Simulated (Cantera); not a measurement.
A closed system holds: 1 mol C, 0.0074 mol O2, a varied amount of H2, equilibrated at 2375 °C and 75.0 Pa.

Method: chemical equilibrium by Gibbs-energy minimisation in Cantera with the NASA 1993 tables (ideal gas, pure condensed phases). Candidate condensed phases: C, C6H6, C7H8, C8H18, H2O; 110 gas species. The numbers say what is thermodynamically allowed, not how fast it happens.

Which condensed phases are stable at each of these points (n(H2) (mol)): 4.8, 5.8, 7, 8.4, 10, 12, 15, 18, 21, 25, 30?


```
n(H2) (mol)  condensed phases  C condensed (%)
-----------  ----------------  ---------------
4.8               C(graphite)             73.4
5.8               C(graphite)             68.2
7                 C(graphite)             62.0
8.4               C(graphite)             54.7
10                C(graphite)             46.3
12                C(graphite)             35.9
15                C(graphite)             20.2
18                C(graphite)              4.6
21                   gas only              0.0
25                   gas only              0.0
30                   gas only              0.0
```

From 4.8 mol H2 to 18 mol H2 the condensed part is C(graphite). From 21 mol H2 to 30 mol H2 nothing is condensed.
